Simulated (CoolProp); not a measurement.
m-xylene at several states: Z from the reference equation and from simpler models built on Tc = 616.9 K, pc = 3.535 MPa, ω = 0.326; each cubic takes its own stable root.

Values from CoolProp's reference Helmholtz-energy equation of state, Zhou 2012.

```json
[
 {"T (K)": "502.5", "p (MPa)": "0.341", "phase": "gas", "reference": "0.9260"},
 {"T (K)": "538.4", "p (MPa)": "0.0226", "phase": "gas", "reference": "0.9964"},
 {"T (K)": "375.2", "p (MPa)": "0.531", "phase": "liquid", "reference": "0.02283"},
 {"T (K)": "546.8", "p (MPa)": "0.0105", "phase": "gas", "reference": "0.9984"}
]
```

Problem. How far does each simpler model (van der Waals, Redlich-Kwong, Peng-Robinson) lie from the reference over these 4 states: mean and median of the absolute difference, and the worst?

Solution. 
- van der Waals: mean 19.8 %, median 1.4 %, worst +76.3 % at 375.2 K and 0.531 MPa
- Redlich-Kwong: mean 5.3 %, median 0.7 %, worst +19.8 % at 375.2 K and 0.531 MPa
- Peng-Robinson: mean 0.5 %, median 0.1 %, worst +2.0 % at 375.2 K and 0.531 MPa
